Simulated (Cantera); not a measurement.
Mixture: CH4 : C2H6 : C3H8 : O2 : N2 : CO2 = 1 : 0.17 : 0.039 : 2.94 : 13.8 : 0.38 (molar parts), at 120000 Pa, adiabatic and at constant volume. Ignition delay is the time to a rise of 400 K.

Model: GRI-Mech 3.0 (53 species, 325 reactions), integrated in Cantera.

Task: Predict: delay at 1000 K; delay at 1200 K; delay at 1400 K; delay at 1600 K; delay at 1800 K; apparent activation energy between 1600 and 1800 K.

Result: 
| Property | Result |
|---|---|
| delay at 1000 K | 88.6 ms |
| delay at 1200 K | 2.92 ms |
| delay at 1400 K | 0.338 ms |
| delay at 1600 K | 67.5 µs |
| delay at 1800 K | 21.9 µs |
| apparent activation energy between 1600 and 1800 K | 130 kJ/mol |
